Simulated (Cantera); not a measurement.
A Cantera script and what it prints.

```python
import numpy as np
import cantera as ct

gas_names = """
    H H2 N NH NH2 NH3 N2 N2H2 N2H4 Si SiH SiH2 SiH3 SiH4 SiN Si2 Si2N Si3
""".split()
cond_names = """
    Si(cr) Si(L) Si3N4(a)
""".split()


# ... load() reads the species with a 1 bar reference pressure and builds the phases ...
atoms = {
    'Si3H8': {'Si': 3, 'H': 8},
    'N2': {'N': 2},
}
top_T = {'Si3N4(a)': 2400}  # K; cautious upper limits of use, not melting points


# ... equilibrate(T, P, feed) seeds the gas with the atoms and calls Mixture.equilibrate('TP', solver="vcs", rtol=1e-11, max_steps=5000) ...
results = []
feed = {'Si3H8': 1, 'N2': 120}  # mol
for P in [100, 210, 460, 980, 2100, 4500, 9600, 20000, 44000, 94000, 200000]:
    for T in [1548, 1573, 1598, 1623, 1648, 1673, 1698, 1723, 1748, 1773, 1798, 1823]:
        mix = equilibrate(T, P, feed)
        results.append((T, P, feed, dict(zip(mix.species_names, mix.species_moles))))

for T, P, feed, n in results:
    print(f"{T:7g} {P:10.4g}  " + (" + ".join(c for c in cond_names if n.get(c, 0) > 1e-12) or "gas only"))
```

Output:

```
   1548        100  Si3N4(a)
   1573        100  Si3N4(a)
   1598        100  Si3N4(a)
   1623        100  Si3N4(a)
   1648        100  Si3N4(a)
   1673        100  Si(cr)
   1698        100  Si(L)
   1723        100  Si(L)
   1748        100  Si(L)
   1773        100  Si(L)
   1798        100  Si(L)
   1823        100  Si(L)
   1548        210  Si3N4(a)
   1573        210  Si3N4(a)
   1598        210  Si3N4(a)
   1623        210  Si3N4(a)
   1648        210  Si3N4(a)
   1673        210  Si3N4(a)
   1698        210  Si3N4(a)
   1723        210  Si(L)
   1748        210  Si(L)
   1773        210  Si(L)
   1798        210  Si(L)
   1823        210  Si(L)
   1548        460  Si3N4(a)
   1573        460  Si3N4(a)
   1598        460  Si3N4(a)
   1623        460  Si3N4(a)
   1648        460  Si3N4(a)
   1673        460  Si3N4(a)
   1698        460  Si3N4(a)
   1723        460  Si3N4(a)
   1748        460  Si3N4(a)
   1773        460  Si(L)
   1798        460  Si(L)
   1823        460  Si(L)
   1548        980  Si3N4(a)
   1573        980  Si3N4(a)
   1598        980  Si3N4(a)
   1623        980  Si3N4(a)
   1648        980  Si3N4(a)
   1673        980  Si3N4(a)
   1698        980  Si3N4(a)
   1723        980  Si3N4(a)
   1748        980  Si3N4(a)
   1773        980  Si3N4(a)
   1798        980  Si3N4(a)
   1823        980  Si(L)
   1548       2100  Si3N4(a)
   1573       2100  Si3N4(a)
   1598       2100  Si3N4(a)
   1623       2100  Si3N4(a)
   1648       2100  Si3N4(a)
   1673       2100  Si3N4(a)
   1698       2100  Si3N4(a)
   1723       2100  Si3N4(a)
   1748       2100  Si3N4(a)
   1773       2100  Si3N4(a)
   1798       2100  Si3N4(a)
   1823       2100  Si3N4(a)
   1548       4500  Si3N4(a)
   1573       4500  Si3N4(a)
   1598       4500  Si3N4(a)
   1623       4500  Si3N4(a)
   1648       4500  Si3N4(a)
   1673       4500  Si3N4(a)
   1698       4500  Si3N4(a)
   1723       4500  Si3N4(a)
   1748       4500  Si3N4(a)
   1773       4500  Si3N4(a)
   1798       4500  Si3N4(a)
   1823       4500  Si3N4(a)
   1548       9600  Si3N4(a)
   1573       9600  Si3N4(a)
   1598       9600  Si3N4(a)
   1623       9600  Si3N4(a)
   1648       9600  Si3N4(a)
   1673       9600  Si3N4(a)
   1698       9600  Si3N4(a)
   1723       9600  Si3N4(a)
   1748       9600  Si3N4(a)
   1773       9600  Si3N4(a)
   1798       9600  Si3N4(a)
   1823       9600  Si3N4(a)
   1548      2e+04  Si3N4(a)
   1573      2e+04  Si3N4(a)
   1598      2e+04  Si3N4(a)
   1623      2e+04  Si3N4(a)
   1648      2e+04  Si3N4(a)
   1673      2e+04  Si3N4(a)
   1698      2e+04  Si3N4(a)
   1723      2e+04  Si3N4(a)
   1748      2e+04  Si3N4(a)
   1773      2e+04  Si3N4(a)
   1798      2e+04  Si3N4(a)
   1823      2e+04  Si3N4(a)
   1548    4.4e+04  Si3N4(a)
   1573    4.4e+04  Si3N4(a)
   1598    4.4e+04  Si3N4(a)
   1623    4.4e+04  Si3N4(a)
   1648    4.4e+04  Si3N4(a)
   1673    4.4e+04  Si3N4(a)
   1698    4.4e+04  Si3N4(a)
   1723    4.4e+04  Si3N4(a)
   1748    4.4e+04  Si3N4(a)
   1773    4.4e+04  Si3N4(a)
   1798    4.4e+04  Si3N4(a)
   1823    4.4e+04  Si3N4(a)
   1548    9.4e+04  Si3N4(a)
   1573    9.4e+04  Si3N4(a)
   1598    9.4e+04  Si3N4(a)
   1623    9.4e+04  Si3N4(a)
   1648    9.4e+04  Si3N4(a)
   1673    9.4e+04  Si3N4(a)
   1698    9.4e+04  Si3N4(a)
   1723    9.4e+04  Si3N4(a)
   1748    9.4e+04  Si3N4(a)
   1773    9.4e+04  Si3N4(a)
   1798    9.4e+04  Si3N4(a)
   1823    9.4e+04  Si3N4(a)
   1548      2e+05  Si3N4(a)
   1573      2e+05  Si3N4(a)
   1598      2e+05  Si3N4(a)
   1623      2e+05  Si3N4(a)
   1648      2e+05  Si3N4(a)
   1673      2e+05  Si3N4(a)
   1698      2e+05  Si3N4(a)
   1723      2e+05  Si3N4(a)
   1748      2e+05  Si3N4(a)
   1773      2e+05  Si3N4(a)
   1798      2e+05  Si3N4(a)
   1823      2e+05  Si3N4(a)
```

Cantera equilibrium calculation (NASA polynomials, part measured and part estimated; ideal gas, pure solids and liquids). The feed counts by its element totals alone.
